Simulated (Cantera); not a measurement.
## Thermodynamics of silicon carbide growth, feed CH₃SiCl₃ + C₂H₄ + H₂

Feed: 1 mol CH₃SiCl₃, 0.0064 mol C₂H₄, 3.3 mol H₂, equilibrated at 560 Pa.

Method: chemical equilibrium by Gibbs-energy minimisation in Cantera with the NASA 1993 tables (ideal gas, pure condensed phases). Candidate condensed phases: C, C₆H₆, C₇H₈, C₈H₁₈, Si, SiC; 109 gas species. The feed counts by its element totals alone. The tables' values for SiCl, SiCl₃ are old estimates; treat these amounts as uncertain. Gases not in the tables: Si₂H₆ and higher silanes. Rates play no part.

From 1950 K to 2350 K the condensed part is C(graphite) + SiC(s). From 2400 K to 2550 K the condensed part is C(graphite). The main Si-bearing gas is SiCl₂ at 1950 K and Si at 2550 K.

```tsv
T (K)	x H₂	x HCl	x H	x Cl	x Si	x SiCl₂	x SiC₂	x SiCl	n C(graphite)	n SiC(s)
1950	0.551	0.397	0.0114	0.00615	0.000193	0.0330	6.28e-6	0.000294	0.225	0.784
2000	0.550	0.388	0.0161	0.00845	0.000426	0.0358	1.76e-5	0.000495	0.245	0.762
2050	0.548	0.377	0.0224	0.0114	0.000906	0.0384	4.71e-5	0.000811	0.265	0.739
2100	0.544	0.364	0.0307	0.0151	0.00186	0.0407	0.000120	0.00129	0.288	0.712
2150	0.538	0.351	0.0413	0.0197	0.00368	0.0426	0.000291	0.00200	0.317	0.677
2200	0.528	0.335	0.0547	0.0252	0.00707	0.0440	0.000679	0.00301	0.354	0.628
2250	0.514	0.316	0.0711	0.0317	0.0132	0.0446	0.00152	0.00443	0.410	0.552
2300	0.493	0.295	0.0908	0.0391	0.0239	0.0443	0.00330	0.00633	0.499	0.423
2350	0.463	0.268	0.113	0.0470	0.0422	0.0427	0.00690	0.00878	0.648	0.196
2400	0.427	0.249	0.139	0.0578	0.0599	0.0359	0.0115	0.0102	0.746	0
2450	0.393	0.241	0.168	0.0733	0.0653	0.0256	0.0146	0.00946	0.686	0
2500	0.360	0.228	0.202	0.0901	0.0689	0.0172	0.0179	0.00841	0.617	0
2550	0.327	0.210	0.238	0.108	0.0704	0.0110	0.0210	0.00713	0.540	0
```
x: gas mole fraction; n: condensed amount in mol.
